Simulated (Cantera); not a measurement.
# Adiabatic ignition

An adiabatic, constant-pressure homogeneous reactor starts with 3.05 % CH₄, 0.396 % CO, 20.3 % O₂, 76.2 % N₂, at 1423 K and 0.450 bar.

Detailed kinetics in Cantera: GRI-Mech 3.0 (53 species, 325 reactions).

```tsv
t (s)	T (K)	x CH₄	x CO	x O₂	x HCO	x O
4.00e-6	1423	0.0305	0.00396	0.203	<1e-12	1.63e-9
1.19e-5	1423	0.0305	0.00396	0.203	<1e-12	2.84e-9
3.57e-5	1423	0.0305	0.00396	0.203	<1e-12	3.59e-9
0.000106	1423	0.0305	0.00396	0.203	<1e-12	5.74e-9
0.000318	1423	0.0305	0.00396	0.203	6.82e-12	1.52e-8
0.000949	1423	0.0304	0.00396	0.203	2.02e-10	9.34e-8
0.00284	1442	0.0269	0.00482	0.200	3.94e-7	8.86e-6
0.00847	2085	<1e-12	0.000516	0.139	4.37e-12	0.000980
0.0253	2090	<1e-12	0.000371	0.139	2.46e-12	0.000724
0.0755	2089	<1e-12	0.000369	0.139	2.44e-12	0.000721
0.225	2088	<1e-12	0.000366	0.139	2.40e-12	0.000714
0.673	2084	<1e-12	0.000358	0.138	2.29e-12	0.000695
2.01	2078	<1e-12	0.000343	0.137	2.09e-12	0.000661
6.00	2074	<1e-12	0.000334	0.136	1.98e-12	0.000641
```
x: mole fraction; the columns are a selection and need not sum to one.

```json
{
  "time_of_steepest_temperature_rise": "3.15 ms",
  "temperature at 6.00 s": "2074 K",
  "equilibrium_temperature": "2074 K",
  "x(CH₄) at 6.00 s": "<1e-12 (gas-phase equilibrium <1e-12)",
  "x(CO) at 6.00 s": "0.000334 (gas-phase equilibrium 0.000333)",
  "x(O₂) at 6.00 s": "0.136 (gas-phase equilibrium 0.136)"
}
```
